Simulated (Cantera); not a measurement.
Cantera run, input and output.

```python
import numpy as np
import cantera as ct

gas = ct.Solution("gri30.yaml")


def delay(T, t_max=10):
    gas.TPX = T, 1000000, {'C3H8': 1, 'O2': 9.5, 'N2': 45.9, 'H2O': 2.1}
    reactor = ct.IdealGasConstPressureReactor(gas, clone=False)
    net = ct.ReactorNet([reactor])
    net.rtol, net.atol = 1e-8, 1e-16
    while net.time < t_max:
        t_old, T_old = net.time, reactor.T
        net.step()
        if reactor.T > T + 400:  # ignition: a rise of 400 K
            return t_old + (T + 400 - T_old) / (reactor.T - T_old) * (net.time - t_old)
    return np.nan


taus = []
for T in [1150, 1200, 1250, 1300, 1350, 1400, 1450, 1500]:
    taus.append(delay(T))
    print(f"T0 = {T:6g} K   tau = {taus[-1]:.4e} s")
```

It prints:

```
T0 =   1150 K   tau = 4.2510e-03 s
T0 =   1200 K   tau = 1.7357e-03 s
T0 =   1250 K   tau = 7.3350e-04 s
T0 =   1300 K   tau = 3.2496e-04 s
T0 =   1350 K   tau = 1.5264e-04 s
T0 =   1400 K   tau = 7.6557e-05 s
T0 =   1450 K   tau = 4.1101e-05 s
T0 =   1500 K   tau = 2.3592e-05 s
```

Model: GRI-Mech 3.0 (53 species, 325 reactions), integrated in Cantera. GRI-Mech 3.0 was tuned for natural gas; its chemistry of propane as a main component is partial and can be far from experiment.
